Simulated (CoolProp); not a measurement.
Saturation properties of m-xylene.

Values from CoolProp's reference Helmholtz-energy equation of state, Zhou 2012.

| T (K) | p (MPa) | liquid density (kg/m³) | enthalpy of vaporisation (kJ/kg) | liquid cp (kJ/(kg K)) | surface tension (mN/m) | liquid viscosity (µPa s) |
|---|---|---|---|---|---|---|
| 420.6 | 0.1262 | 746.9 | 335.0 | 2.149 | [?] | 207 |
| 425.6 | 0.1432 | 741.8 | 331.9 | 2.169 | 14.8 | 200 |
| 430.6 | 0.1620 | [?] | 328.7 | 2.189 | [?] | 193 |
| 435.6 | 0.1825 | 731.4 | 325.5 | 2.209 | 13.8 | 187 |
| 440.6 | 0.2051 | 726.1 | 322.2 | 2.229 | [?] | 180 |
| 445.6 | 0.2298 | 720.8 | 318.8 | [?] | 12.9 | 174 |
| 450.6 | 0.2567 | 715.4 | 315.4 | [?] | 12.4 | 169 |
| 455.6 | 0.2859 | 709.9 | 311.8 | 2.291 | 12.0 | 163 |
| 460.6 | 0.3177 | 704.3 | 308.2 | 2.312 | 11.5 | 158 |
| 465.6 | 0.3521 | 698.6 | 304.6 | 2.334 | 11.0 | 153 |
| 470.6 | [?] | 692.9 | 300.8 | 2.356 | 10.6 | 148 |
| 475.6 | 0.4293 | 687.0 | 296.9 | 2.378 | 10.1 | 143 |
| 480.6 | 0.4725 | 681.0 | 292.9 | 2.401 | 9.67 | 138 |
| 485.6 | 0.5188 | 675.0 | 288.8 | 2.425 | [?] | 134 |

Question: What belongs in the gaps?

Answer: 
- 420.6, surface tension (mN/m): 15.3
- 430.6, liquid density (kg/m³): 736.6
- 430.6, surface tension (mN/m): 14.3
- 440.6, surface tension (mN/m): 13.4
- 445.6, liquid cp (kJ/(kg K)): 2.249
- 450.6, liquid cp (kJ/(kg K)): 2.270
- 470.6, p (MPa): 0.3892
- 485.6, surface tension (mN/m): 9.23

It boils at 412.2 K under 1 atm.

Viscosity comes from a separate model (Cao 2016). Surface tension comes from a separate correlation (Mulero 2014).
